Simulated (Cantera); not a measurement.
A freely propagating, adiabatic, planar premixed flame of 19.0 % CO, 4.18 % H2, 16.1 % O2, 60.7 % N2, equivalence ratio 0.72, unburnt at 548 K and 610000 Pa; multicomponent+Soret transport, grid criteria slope 0.08 and curve 0.16, no radiation.

Detailed kinetics in Cantera: GRI-Mech 3.0 (53 species, 325 reactions). The hydrogen kinetics of GRI-Mech 3.0 are dated; newer H2 mechanisms differ, most at raised pressure. Burning velocities carry a grid error of a few per cent, more on coarse grids.

x: mole fraction of selected species; z is measured from the peak of heat release.

| z (mm) | T (K) | u (m/s) | x CO | x H2 | x O2 | x O | x NO | x HO2 |
|---|---|---|---|---|---|---|---|---|
| -0.324 | 548 | 0.714 | 0.190 | 0.0412 | 0.161 | <1e-8 | <1e-8 | ? |
| -0.216 | 548 | 0.714 | 0.191 | 0.0394 | 0.162 | <1e-8 | <1e-8 | ? |
| -0.162 | 550 | 0.715 | 0.191 | 0.0369 | 0.162 | <1e-8 | <1e-8 | ? |
| -0.108 | 563 | 0.728 | 0.192 | 0.0311 | 0.163 | 1.45e-8 | 1.34e-8 | ? |
| -0.0541 | 709 | 0.904 | 0.185 | 0.0194 | 0.159 | 4.17e-6 | 3.80e-7 | ? |
| -0.0270 | 1038 | 1.31 | 0.161 | 0.0117 | 0.142 | 0.000281 | 2.77e-6 | ? |
| 0 | 1455 | 1.79 | 0.118 | 0.00451 | 0.112 | 0.00295 | 8.22e-6 | ? |
| 0.0270 | 1733 | 2.09 | 0.0785 | 0.00176 | 0.0884 | 0.00552 | 1.67e-5 | ? |
| 0.0541 | 1895 | 2.26 | 0.0546 | 0.00137 | 0.0761 | 0.00571 | 2.58e-5 | ? |
| 0.108 | 2061 | 2.43 | 0.0337 | 0.00112 | 0.0663 | 0.00430 | 4.16e-5 | ? |
| 0.216 | 2187 | 2.55 | 0.0203 | 0.000710 | 0.0604 | 0.00238 | 6.62e-5 | ? |
| 0.433 | 2265 | 2.63 | 0.0115 | 0.000396 | 0.0568 | 0.00122 | 0.000101 | ? |
| 0.865 | 2307 | 2.67 | 0.00657 | 0.000232 | 0.0547 | 0.000690 | 0.000149 | ? |

Task: What belongs in the gaps?

Result: 
- -0.324, x HO2: 1.51e-8
- -0.216, x HO2: 2.45e-7
- -0.162, x HO2: 1.52e-6
- -0.108, x HO2: 1.15e-5
- -0.0541, x HO2: 0.000192
- -0.0270, x HO2: 0.000377
- 0, x HO2: 0.000156
- 0.0270, x HO2: 7.14e-5
- 0.0541, x HO2: 4.12e-5
- 0.108, x HO2: 1.98e-5
- 0.216, x HO2: 8.82e-6
- 0.433, x HO2: 4.69e-6
- 0.865, x HO2: 3.48e-6
